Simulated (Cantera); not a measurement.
A freely propagating, adiabatic, planar premixed flame of 36.6 % H2, 13.1 % O2, 49.1 % N2, 1.21 % H2O, equivalence ratio 1.4, unburnt at 525 K and 0.553 atm; mixture-averaged transport, grid criteria slope 0.08 and curve 0.16, no radiation.

Cantera simulation using the H2/O2 subset of GRI-Mech 3.0, which has no nitrogen chemistry; the numbers are that mechanism's predictions, not measurements. Burning velocities carry a grid error of a few per cent, more on coarse grids.

x: mole fraction of selected species; z is measured from the peak of heat release.

```
z (mm)  T (K)  u (m/s)    x H2     x O2  x H2O2      x OH       x O     x HO2
------  -----  -------  ------  -------  ------  --------  --------  --------
-2.75     525     6.57   0.366    0.131   <1e-8     <1e-8     <1e-8     <1e-8
-1.83     525     6.57   0.366    0.131   <1e-8     <1e-8     <1e-8     <1e-8
-1.37     525     6.57   0.366    0.131   <1e-8     <1e-8     <1e-8     <1e-8
-0.916    525     6.57   0.366    0.131   <1e-8     <1e-8     <1e-8   9.90e-8
-0.458    535     6.67   0.364    0.131       ?   3.09e-5   4.68e-6  0.000155
-0.229    734     8.99   0.335    0.126       ?  0.000703  0.000235  0.000141
0        1182     14.0   0.218   0.0847       ?   0.00298   0.00495   5.08e-5
0.229    1485     17.4   0.115   0.0242       ?   0.00764   0.00840   1.35e-5
0.458    1614     18.7  0.0984   0.0112       ?   0.00979   0.00774   5.77e-6
0.916    1750     20.1   0.101  0.00792       ?    0.0115   0.00672   3.64e-6
1.83     1897     21.6   0.105  0.00595       ?    0.0124   0.00525   2.45e-6
3.66     2044     23.0   0.109  0.00399       ?    0.0123   0.00358   1.54e-6
7.32     2174     24.2   0.112  0.00235       ?    0.0108   0.00211   9.19e-7
```

### Question
Complete the blanks.

### Answer

- -0.458, x H2O2: 2.28e-6
- -0.229, x H2O2: 1.31e-5
- 0, x H2O2: 2.15e-6
- 0.229, x H2O2: 1.65e-6
- 0.458, x H2O2: 1.14e-6
- 0.916, x H2O2: 6.66e-7
- 1.83, x H2O2: 3.51e-7
- 3.66, x H2O2: 1.84e-7
- 7.32, x H2O2: 1.04e-7
